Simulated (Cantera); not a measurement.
Charge: 1 mol CF₄, 0.19 mol F₂, held at 1.00 Pa.

Cantera equilibrium calculation (NASA polynomials, part measured and part estimated; ideal gas, pure solids and liquids). Candidate condensed phases: C; 13 gas species. Gases not in the tables: C₂F₆ and larger saturated fluorocarbons. The numbers say what is thermodynamically allowed, not how fast it happens. All values below are at 1627 °C.

Base state: F 0.806, CF₂ 0.176, CF₄ 0.0143, CF 0.00222, CF₃ 0.00105 (mole fractions); condensed: C(graphite).

Task: What changes in the equilibrium state with this change: pressure from 1.00 Pa to 16.0 Pa?

Result: 
```
species            before     after
----------------  -------  --------
CF₄                0.0143     0.493
F                   0.806     0.411
CF₂                 0.176    0.0912
CF                0.00222  0.000141
CF₃               0.00105   0.00443
C(graphite), mol    0.304         0
```

Task: What changes in the equilibrium state with this change: pressure from 1.00 Pa to 0.100 bar?

Result: 
| species | before | after |
|---|---|---|
| CF₄ | 0.0143 | 0.725 |
| F | 0.806 | 0.275 |
| F₂ | 5.16e-8 | 6.02e-5 |
| CF₂ | 0.176 | 7.64e-7 |
| CF | 0.00222 | <1e-9 |
| CF₃ | 0.00105 | 1.55e-5 |
| C(graphite), mol | 0.304 | 0 |
